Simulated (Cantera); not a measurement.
What does this Cantera script print?

```python
import numpy as np
import cantera as ct

gas_names = """
    H HNO HNO2 HNO3 HO2 H2 H2O H2O2 N NH NH2 NH3 NH2OH NO NO2 NO3 N2 N2H2 N2H4 N2O O OH O2 O3 Pb PbO Pb2
""".split()
cond_names = """
    H2O(s) H2O(L) Pb(cr) Pb(L) PbO(rd) PbO(yw) PbO(L) PbO2(s) Pb3O4(s)
""".split()


# ... load() reads the species with a 1 bar reference pressure and builds the phases ...
atoms = {
    'PbO': {'Pb': 1, 'O': 1},
    'H2O': {'H': 2, 'O': 1},
    'N2': {'N': 2},
}
top_T = {'Pb3O4(s)': 820}  # K; cautious upper limits of use, not melting points


# ... equilibrate(T, P, feed) seeds the gas with the atoms and calls Mixture.equilibrate('TP', solver="vcs", rtol=1e-11, max_steps=5000) ...
results = []
feed = {'PbO': 1, 'H2O': 0.018, 'N2': 4.8}  # mol
for P in [1000, 2000, 4000, 7900, 16000, 32000, 63000, 130000, 250000, 500000, 1000000]:
    for T in [1075, 1125, 1175, 1225, 1275, 1325, 1375, 1425, 1475, 1525, 1575]:
        mix = equilibrate(T, P, feed)
        results.append((T, P, feed, dict(zip(mix.species_names, mix.species_moles))))

for T, P, feed, n in results:
    print(f"{T:7g} {P:10.4g}  " + (" + ".join(c for c in cond_names if n.get(c, 0) > 1e-12) or "gas only"))
```

Result:

```
   1075       1000  PbO(yw)
   1125       1000  PbO(yw)
   1175       1000  PbO(L)
   1225       1000  PbO(L)
   1275       1000  PbO(L)
   1325       1000  PbO(L)
   1375       1000  gas only
   1425       1000  gas only
   1475       1000  gas only
   1525       1000  gas only
   1575       1000  gas only
   1075       2000  PbO(yw)
   1125       2000  PbO(yw)
   1175       2000  PbO(L)
   1225       2000  PbO(L)
   1275       2000  PbO(L)
   1325       2000  PbO(L)
   1375       2000  PbO(L)
   1425       2000  gas only
   1475       2000  gas only
   1525       2000  gas only
   1575       2000  gas only
   1075       4000  PbO(yw)
   1125       4000  PbO(yw)
   1175       4000  PbO(L)
   1225       4000  PbO(L)
   1275       4000  PbO(L)
   1325       4000  PbO(L)
   1375       4000  PbO(L)
   1425       4000  PbO(L)
   1475       4000  gas only
   1525       4000  gas only
   1575       4000  gas only
   1075       7900  PbO(yw)
   1125       7900  PbO(yw)
   1175       7900  PbO(L)
   1225       7900  PbO(L)
   1275       7900  PbO(L)
   1325       7900  PbO(L)
   1375       7900  PbO(L)
   1425       7900  PbO(L)
   1475       7900  PbO(L)
   1525       7900  gas only
   1575       7900  gas only
   1075    1.6e+04  PbO(yw)
   1125    1.6e+04  PbO(yw)
   1175    1.6e+04  PbO(L)
   1225    1.6e+04  PbO(L)
   1275    1.6e+04  PbO(L)
   1325    1.6e+04  PbO(L)
   1375    1.6e+04  PbO(L)
   1425    1.6e+04  PbO(L)
   1475    1.6e+04  PbO(L)
   1525    1.6e+04  PbO(L)
   1575    1.6e+04  PbO(L)
   1075    3.2e+04  PbO(yw)
   1125    3.2e+04  PbO(yw)
   1175    3.2e+04  PbO(L)
   1225    3.2e+04  PbO(L)
   1275    3.2e+04  PbO(L)
   1325    3.2e+04  PbO(L)
   1375    3.2e+04  PbO(L)
   1425    3.2e+04  PbO(L)
   1475    3.2e+04  PbO(L)
   1525    3.2e+04  PbO(L)
   1575    3.2e+04  PbO(L)
   1075    6.3e+04  PbO(yw)
   1125    6.3e+04  PbO(yw)
   1175    6.3e+04  PbO(L)
   1225    6.3e+04  PbO(L)
   1275    6.3e+04  PbO(L)
   1325    6.3e+04  PbO(L)
   1375    6.3e+04  PbO(L)
   1425    6.3e+04  PbO(L)
   1475    6.3e+04  PbO(L)
   1525    6.3e+04  PbO(L)
   1575    6.3e+04  PbO(L)
   1075    1.3e+05  PbO(yw)
   1125    1.3e+05  PbO(yw)
   1175    1.3e+05  PbO(L)
   1225    1.3e+05  PbO(L)
   1275    1.3e+05  PbO(L)
   1325    1.3e+05  PbO(L)
   1375    1.3e+05  PbO(L)
   1425    1.3e+05  PbO(L)
   1475    1.3e+05  PbO(L)
   1525    1.3e+05  PbO(L)
   1575    1.3e+05  PbO(L)
   1075    2.5e+05  PbO(yw)
   1125    2.5e+05  PbO(yw)
   1175    2.5e+05  PbO(L)
   1225    2.5e+05  PbO(L)
   1275    2.5e+05  PbO(L)
   1325    2.5e+05  PbO(L)
   1375    2.5e+05  PbO(L)
   1425    2.5e+05  PbO(L)
   1475    2.5e+05  PbO(L)
   1525    2.5e+05  PbO(L)
   1575    2.5e+05  PbO(L)
   1075      5e+05  PbO(yw)
   1125      5e+05  PbO(yw)
   1175      5e+05  PbO(L)
   1225      5e+05  PbO(L)
   1275      5e+05  PbO(L)
   1325      5e+05  PbO(L)
   1375      5e+05  PbO(L)
   1425      5e+05  PbO(L)
   1475      5e+05  PbO(L)
   1525      5e+05  PbO(L)
   1575      5e+05  PbO(L)
   1075      1e+06  PbO(yw)
   1125      1e+06  PbO(yw)
   1175      1e+06  PbO(L)
   1225      1e+06  PbO(L)
   1275      1e+06  PbO(L)
   1325      1e+06  PbO(L)
   1375      1e+06  PbO(L)
   1425      1e+06  PbO(L)
   1475      1e+06  PbO(L)
   1525      1e+06  PbO(L)
   1575      1e+06  PbO(L)
```

These are equilibrium values from Cantera (NASA tables, ideal gas, pure condensed phases), not measurements of a reactor.
